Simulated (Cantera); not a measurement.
Charge: 1 mol Fe(CO)₅, 0.035 mol CO, 32 mol H₂, held at 927 °C and 750 Torr.

Equilibrium computed with Cantera from the NASA thermochemical tables; the gas is ideal and each condensed phase is pure. Candidate condensed phases: C, C₆H₆, C₇H₈, C₈H₁₈, Fe, Fe(CO)₅, FeO, Fe(OH)₂, Fe(OH)₃, Fe₂O₃, Fe₃O₄, H₂O; 114 gas species. Equilibrium is a limit: real reactors are often held back by kinetics, nucleation or transport.

Q: What is the equilibrium state?

A: 
```
Item                                        Value
--------------------------------------  ---------
x(H₂)                                       0.857
x(CO)                                       0.131
x(CH₄)                                    0.00612
x(H₂O)                                    0.00551
x(CO₂)                                   0.000613
n(Fe(γ))                                 1.00 mol
gas amount                              36.59 mol
log10 activity of C(graphite) (absent)      -0.28
log10 activity of Fe(OH)₂(s) (absent)       -9.11
log10 activity of Fe(OH)₃(s) (absent)      -16.15
```
